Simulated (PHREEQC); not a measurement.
Make-up at 63 °C: 0.0018 mol/kgw H3PO4, 0.047 mol/kgw KOH and 0.14 mol/kgw NaCl. Closed to the air; pH follows from the charge balance.

Model: ion-association model, wateq4f.dat, run in PHREEQC.

This is a speciation only: nothing precipitates in the calculation.

Task: Estimate the pH, activity of water.

Result: pH 11.44; activity of water 0.994.

Task: In which forms is P present?

Result: PO4-3 52 %, HPO4-2 44 %, NaHPO4- 3.3 %, KHPO4- 1.1 % of the P.

Complexes and solids missing from the database can't appear. H3PO4, which wateq4f.dat lacks, is added to it with the constant of phreeqc.dat. At this temperature some constants are extrapolated from 25 °C, and those without enthalpy data are left unchanged.
